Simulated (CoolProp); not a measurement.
Properties of benzene along the isobar 0.101 MPa.

Values from CoolProp's reference Helmholtz-energy equation of state, Thol 2012.

```tsv
T (°C)	phase	cv (kJ/(kg K))	expansivity (1/kK)	conductivity (mW/(m K))
136.05	gas	1.386	2.617	20.7
155.25	gas	1.453	2.475	22.7
174.45	gas	1.518	2.349	?
193.55	gas	1.580	2.238	26.6
212.75	gas	1.640	2.137	?
231.85	gas	?	2.047	?
251.05	gas	1.751	1.965	?
270.25	gas	1.803	1.889	34.9
289.35	gas	?	1.820	36.9
308.55	gas	1.901	1.756	39.0
327.65	gas	1.946	1.696	41.1
346.85	gas	1.990	1.641	43.2
```

Problem. Some entries are withheld; supply them.

Solution. 
- 174.45, conductivity (mW/(m K)): 24.6
- 212.75, conductivity (mW/(m K)): 28.7
- 231.85, cv (kJ/(kg K)): 1.697
- 231.85, conductivity (mW/(m K)): 30.7
- 251.05, conductivity (mW/(m K)): 32.8
- 289.35, cv (kJ/(kg K)): 1.853

Thermal conductivity comes from a separate model (Assael 2012).
